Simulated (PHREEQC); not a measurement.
1 g of hydrous ferric oxide (600 m²/g; 0.2 weak and 0.005 strong sites per Fe, Dzombak-Morel constants, diffuse double layer) in 1 kg of water with 0.001 mol/kgw of an inert sodium salt and 1.1e-05 mol MgCl2 and 2.3e-05 mol Na2SO4, at 25 °C; the pH is set by adding NaOH or the inert anion's acid. Oxygen is held at 0.21 atm. CO2 from the air is kept out. Precipitation was switched off in this run.

Computed with PHREEQC (ion-association model, wateq4f.dat).

```json
[
 {"pH": "4", "Mg sorbed (%)": "0.0", "S sorbed (%)": "100.0", "surface charge σ (C/m²)": "0.128", "surface potential ψ (mV)": "206"},
 {"pH": "4.5", "Mg sorbed (%)": "0.0", "S sorbed (%)": "100.0", "surface charge σ (C/m²)": "0.083", "surface potential ψ (mV)": "188"},
 {"pH": "5", "Mg sorbed (%)": "0.0", "S sorbed (%)": "100.0", "surface charge σ (C/m²)": "0.053", "surface potential ψ (mV)": "166"},
 {"pH": "5.5", "Mg sorbed (%)": "0.0", "S sorbed (%)": "99.8", "surface charge σ (C/m²)": "0.032", "surface potential ψ (mV)": "143"},
 {"pH": "6", "Mg sorbed (%)": "0.0", "S sorbed (%)": "98.9", "surface charge σ (C/m²)": "0.019", "surface potential ψ (mV)": "117"},
 {"pH": "6.5", "Mg sorbed (%)": "0.3", "S sorbed (%)": "91.5", "surface charge σ (C/m²)": "0.011", "surface potential ψ (mV)": "90"},
 {"pH": "7", "Mg sorbed (%)": "3.1", "S sorbed (%)": "56.3", "surface charge σ (C/m²)": "0.006", "surface potential ψ (mV)": "63"},
 {"pH": "7.5", "Mg sorbed (%)": "23.1", "S sorbed (%)": "13.1", "surface charge σ (C/m²)": "0.003", "surface potential ψ (mV)": "35"},
 {"pH": "8", "Mg sorbed (%)": "74.1", "S sorbed (%)": "1.6", "surface charge σ (C/m²)": "0.001", "surface potential ψ (mV)": "7"},
 {"pH": "8.5", "Mg sorbed (%)": "96.5", "S sorbed (%)": "0.2", "surface charge σ (C/m²)": "-0.002", "surface potential ψ (mV)": "-22"},
 {"pH": "9", "Mg sorbed (%)": "99.6", "S sorbed (%)": "0.0", "surface charge σ (C/m²)": "-0.005", "surface potential ψ (mV)": "-51"},
 {"pH": "9.5", "Mg sorbed (%)": "100.0", "S sorbed (%)": "0.0", "surface charge σ (C/m²)": "-0.009", "surface potential ψ (mV)": "-79"},
 {"pH": "10", "Mg sorbed (%)": "100.0", "S sorbed (%)": "0.0", "surface charge σ (C/m²)": "-0.016", "surface potential ψ (mV)": "-106"}
]
```

Complexes and solids missing from the database can't appear.
